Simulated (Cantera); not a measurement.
An isothermal, constant-pressure homogeneous reactor starts with 0.685 % H₂, 99.3 % O₂, equivalence ratio 0.0034, at 1075 K and 0.0118 atm.

Model: the H2/O2 subset of GRI-Mech 3.0, which has no nitrogen chemistry, integrated in Cantera. Radical loss at walls, strong at low pressure, is not modelled.

x: mole fraction; the columns are a selection and need not sum to one.

| t (s) | x H₂ | x O₂ | x O | x H₂O₂ | x OH | x H₂O | x H |
|---|---|---|---|---|---|---|---|
| 0.000800 | 0.00685 | 0.993 | 3.97e-10 | <1e-12 | 3.12e-10 | 1.59e-10 | 7.96e-11 |
| 0.00230 | 0.00685 | 0.993 | 2.83e-9 | <1e-12 | 1.84e-9 | 2.26e-9 | 3.28e-10 |
| 0.00663 | 0.00685 | 0.993 | 1.21e-7 | 1.46e-12 | 7.33e-8 | 1.32e-7 | 1.21e-8 |
| 0.0191 | … | 0.991 | … | … | … | … | … |
| 0.0549 | 2.03e-5 | 0.988 | 0.00462 | 1.23e-8 | 0.000325 | 0.00657 | 0.000213 |
| 0.158 | 1.16e-5 | 0.990 | 0.00273 | 1.19e-8 | 0.000248 | 0.00668 | 9.57e-5 |
| 0.455 | 4.09e-6 | 0.992 | 0.000966 | 1.09e-8 | 0.000148 | 0.00678 | 2.02e-5 |
| 1.31 | … | 0.993 | … | … | … | 0.00684 | … |
| 3.77 | 1.35e-7 | 0.993 | 3.36e-5 | 4.12e-9 | 2.78e-5 | 0.00686 | 1.32e-7 |
| 10.9 | 2.17e-8 | 0.993 | 5.52e-6 | 1.33e-9 | 1.13e-5 | 0.00687 | 8.79e-9 |
| 31.3 | 4.10e-9 | 0.993 | 1.07e-6 | 3.52e-10 | 4.97e-6 | 0.00687 | 7.48e-10 |
| 90.0 | 9.48e-10 | 0.993 | 2.51e-7 | 9.46e-11 | 2.41e-6 | 0.00688 | 8.53e-11 |

Q: What belongs in the gaps?

A: 
- 0.0191, x H₂: 0.00449
- 0.0191, x O: 0.00160
- 0.0191, x H₂O₂: 5.53e-8
- 0.0191, x OH: 0.000721
- 0.0191, x H₂O: 0.00188
- 0.0191, x H: 0.000241
- 1.31, x H₂: 8.51e-7
- 1.31, x O: 0.000206
- 1.31, x H₂O₂: 8.19e-9
- 1.31, x OH: 6.84e-5
- 1.31, x H: 1.98e-6
